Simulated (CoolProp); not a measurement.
Computed with CoolProp (reference Helmholtz-energy equation of state, Aleksandrov 2011). It is a short technical equation, of lower accuracy than the large ones.

Question: Give the vapour pressure (kPa), vapour density (kg/m³), enthalpy of vaporisation (kJ/kg), liquid cp (kJ/(kg K)) of saturated n-undecane at 207.35, 238.05, 241.95 °C.

Answer: 
```
T (°C)  p (kPa)  vapour density (kg/m³)  enthalpy of vaporisation (kJ/kg)  liquid cp (kJ/(kg K))
------  -------  ----------------------  --------------------------------  ---------------------
207.35      133                    5.70                               258                   2.93
238.05      258                    10.9                               236                   3.07
241.95      279                    11.8                               234                   3.09
```
